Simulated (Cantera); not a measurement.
Charge: 1 mol SiHCl3, 31 mol N2, held at 0.0133 bar.

These are equilibrium values from Cantera (NASA tables, ideal gas, pure condensed phases), not measurements of a reactor. Candidate condensed phases: NH4Cl, Si, Si3N4; 28 gas species. N2 is the only nitrogen source here; it is nearly inert below about 1500 K, so the nitride shown seldom forms there in practice. Kinetics and transport are ignored.

Question: What share of the Si ends up in condensed phases as a function of T (K), at 725, 825, 925, 1025, 1125, 1225, 1325, 1425, 1525?

Answer: 
```tsv
T (K)	Si condensed (%)	as
725	45.3	Si3N4(s)
825	46.3	Si3N4(s)
925	47.0	Si3N4(s)
1025	47.4	Si3N4(s)
1125	47.5	Si3N4(s)
1225	46.5	Si3N4(s)
1325	40.6	Si3N4(s)
1425	22.3	Si3N4(s)
1525	0.2	Si3N4(s)
```
